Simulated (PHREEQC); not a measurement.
Make-up at 25 °C: 0.089 mol KH2PO4, 0.0089 mol K2HPO4 and 0.018 mol NaCl per kg of water. Closed to the air; pH follows from the charge balance.

Equilibrium calculation in PHREEQC: ion-association model, wateq4f.dat.

This is a speciation only: nothing precipitates in the calculation.

Problem. Order these P species by the share of P that they hold, largest first: HPO4-2, KHPO4-, NaHPO4-, H2PO4-.

Solution. H2PO4- (91 %), HPO4-2 (8.4 %), KHPO4- (0.58 %), NaHPO4- (0.10 %)

The pH is 5.82 and the ionic strength 0.132 mol/kgw. Complexes and solids missing from the database can't appear. H3PO4, which wateq4f.dat lacks, is added to it with the constant of phreeqc.dat.
